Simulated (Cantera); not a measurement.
What does this Cantera script print?

```python
import numpy as np
import cantera as ct

gas_names = """
    CL CL2 N N2 Si SiCL SiCL2 SiCL3 SiCL4 SiN Si2 Si2N Si3
""".split()
cond_names = """
    Si(cr) Si(L) Si3N4(a)
""".split()


def load(file, names, dense=False):
    # The tables refer to 1 bar. Condensed volumes are neglected.
    table = {s.name: s for s in ct.Species.list_from_file(file)}
    out = []
    for n in names:
        d = dict(table[n].input_data)
        d["thermo"] = dict(d["thermo"], **{"reference-pressure": 1e5})
        if dense:
            d["equation-of-state"] = {"model": "constant-volume", "density": "1e6 g/cm^3"}
        out.append(ct.Species.from_dict(d))
    return out


gas = ct.Solution(thermo="ideal-gas", species=load("nasa_gas.yaml", gas_names))
cond = {s.name: ct.Solution(thermo="fixed-stoichiometry", species=[s], name=s.name)
        for s in load("nasa_condensed.yaml", cond_names, dense=True)}
atoms = {
    'Si': {'Si': 1},
    'Cl2': {'CL': 2},
    'N2': {'N': 2},
}
top_T = {'Si3N4(a)': 2400}  # K; cautious upper limits of use, not melting points


def equilibrate(T, P, feed):
    n = {}
    for name, mol in feed.items():
        for a, k in atoms[name].items():
            n[a] = n.get(a, 0.0) + k * mol
    gas.TPX = T, P, n
    mass = sum(n.values()) * gas.mean_molecular_weight
    gas.equilibrate("TP")
    valid = [c for c in cond.values() if c.min_temp <= T <= top_T.get(c.name, c.max_temp)]
    mix = ct.Mixture([(gas, mass / gas.mean_molecular_weight)] + [(c, 0.0) for c in valid])
    mix.T, mix.P = T, P
    mix.equilibrate("TP", solver="vcs", rtol=1e-11, max_steps=5000)
    return mix


results = []
feed = {'Si': 1, 'Cl2': 0.024, 'N2': 0.71}  # mol
P = 86000  # Pa
for T in [1275, 1300, 1325, 1350, 1375, 1400, 1425, 1450, 1475, 1500]:
    mix = equilibrate(T, P, feed)
    results.append((T, P, feed, dict(zip(mix.species_names, mix.species_moles))))

top = {s: max(r[3][s] / sum(r[3][g] for g in gas_names) for r in results) for s in gas_names}
cols = sorted((s for s in top if top[s] > 1e-06), key=lambda s: -top[s])[:9]
seen = [c for c in cond_names if any(r[3].get(c, 0) > 1e-12 for r in results)]
print("log10 of partial pressures in bar; condensed amounts in mol")
print(f"{'T/K':>10s}" + "".join(f"{s[:9]:>10s}" for s in cols + seen))
for T, P, feed, n in results:
    ng = sum(n[g] for g in gas_names)
    print(f"{T:10.4g}" + "".join(f"{np.log10(max(n[s] / ng * P / 1e5, 1e-99)):10.3f}" for s in cols)
          + "".join(f"{n.get(c, 0):10.4g}" for c in seen))
```

Result:

```
log10 of partial pressures in bar; condensed amounts in mol
       T/K        N2     SiCL4     SiCL3     SiCL2        CL  Si3N4(a)
      1275    -0.157    -0.792    -2.744    -3.883    -6.206    0.3293
      1300    -0.157    -0.794    -2.616    -3.664    -6.027    0.3293
      1325    -0.157    -0.796    -2.493    -3.454    -5.854    0.3293
      1350    -0.157    -0.798    -2.375    -3.253    -5.688    0.3293
      1375    -0.158    -0.802    -2.262    -3.059    -5.528    0.3293
      1400    -0.158    -0.806    -2.154    -2.873    -5.374    0.3293
      1425    -0.158    -0.812    -2.051    -2.695    -5.226    0.3293
      1450    -0.159    -0.819    -1.953    -2.523    -5.084    0.3292
      1475    -0.159    -0.828    -1.859    -2.359    -4.946    0.3292
      1500    -0.160    -0.839    -1.771    -2.202    -4.814    0.3291
```

Method: chemical equilibrium by Gibbs-energy minimisation in Cantera with the NASA 1993 tables (ideal gas, pure condensed phases). N2 is the only nitrogen source here; it is nearly inert below about 1500 K, so the nitride shown seldom forms there in practice. The tables' values for SiCl3 are old estimates; treat these amounts as uncertain.
